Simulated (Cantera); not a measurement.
Input: 1 mol Si3N4, 0.095 mol N2O, a varied amount of H2, held at 1300 °C and 1000 Pa.

Equilibrium computed with Cantera from the NASA thermochemical tables; the gas is ideal and each condensed phase is pure. Candidate condensed phases: H2O, Si, SiO2, Si2N2O, Si3N4; 35 gas species. Mutual solubility and eutectic melting of coexisting phases are not modelled. Equilibrium is a limit: real reactors are often held back by kinetics, nucleation or transport.

What share of the Si ends up in condensed phases as a function of n(H2) (mol), at 7.4, 16, 35, 77, 170, 370, 800?


| n(H2) (mol) | Si condensed (%) | as |
|---|---|---|
| 7.4 | 99.9 | Si(s) + Si2N2O(s) + Si3N4(s) |
| 16 | 99.7 | Si(s) + Si2N2O(s) + Si3N4(s) |
| 35 | 99.4 | Si(s) + Si2N2O(s) + Si3N4(s) |
| 77 | 98.7 | Si(s) + Si2N2O(s) + Si3N4(s) |
| 170 | 96.8 | Si(s) |
| 370 | 96.7 | Si(s) |
| 800 | 96.5 | Si(s) |
